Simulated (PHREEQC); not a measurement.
Make-up at 14 °C: 25 mmol/kgw HF, 0.194 mmol/kgw NH4F, 35 mmol/kgw H2SiF6 and 9.3 mmol/kgw HCl. Closed to the air; pH follows from the charge balance.

The numbers come from PHREEQC with the ion-association model, phreeqc.dat.

The pH is 1.18. The ionic strength is 0.115 mol/kgw and the density is 1.003 g/cm³. The total alkalinity is -244 meq/kg.

```tsv
species	molality	activity	log γ
H+	0.0796	0.0654	-0.085
SiF6-2	0.0350	0.0128	-0.437
HF	0.0247	0.0254	0.011
Cl-	0.00930	0.00707	-0.119
F-	0.000416	0.000314	-0.122
NH4+	0.000194	0.000143	-0.133
```

No solid was allowed to form. Constants without temperature data keep their 25 °C values here. SiF6-2 is the database's only silicon fluoride.
